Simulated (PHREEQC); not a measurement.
Consider water at 25 °C with 0.041 mol/kgw Cu(BF4)2, 0.046 mol/kgw HBF4 and 0.015 mol/kgw Na2SO4. Closed to the air; pH follows from the charge balance.

All values are PHREEQC results (ion-association model, wateq4f.dat), not measurements.

Precipitation was switched off in this run.

Q: Order these S species by the share of S that they hold, largest first: HSO4-, NaSO4-, SO4-2, CuSO4.

A: HSO4- (41 %), SO4-2 (33 %), CuSO4 (25 %), NaSO4- (1.5 %)

The pH is 1.52 and the ionic strength 0.185 mol/kgw. Real BF4- forms and hydrolyses slowly; the run takes it at equilibrium.
